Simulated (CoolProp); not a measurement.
A single-stage vapour-compression cycle with the fluid: evaporating at 289.15 K (dew point), condensing at 341.15 K (bubble point), superheat 0 K, subcooling 2 K, compressor efficiency 0.85, no pressure losses. The same conditions are run with several fluids, on thermodynamics alone (safety and materials aside).

Values from CoolProp's reference Helmholtz-energy equation of state of each fluid (R365MFC: Lemmon 2016; R142b: Lemmon 2006; R113: Marx 1992; R227EA: Lemmon 2016; tetrahydrofuran: Fiedler 2023; R1233zd(E): Akasaka 2022).

```
fluid            cooling COP  pressure ratio  discharge temperature (K)  refrigerating effect (kJ/kg)  volumetric capacity (kJ/m³)
---------------  -----------  --------------  -------------------------  ----------------------------  ---------------------------
R365MFC                 3.66            6.44                      341.2                           129                          316
R142b                   3.67            4.17                      347.1                           140                         1610
R113                    3.84            6.13                      341.2                           107                          264
R227EA                  2.80             [?]                      341.1                          54.3                         1480
tetrahydrofuran         4.16            7.54                      365.0                           363                          157
R1233zd(E)               [?]            5.20                      341.6                           [?]                          708
```

Question: Fill in the missing entries.

Answer: 
- R227EA, pressure ratio: 4.15
- R1233zd(E), cooling COP: 3.78
- R1233zd(E), refrigerating effect (kJ/kg): 134

The compression ends wet for: R365MFC; R113; R227EA.
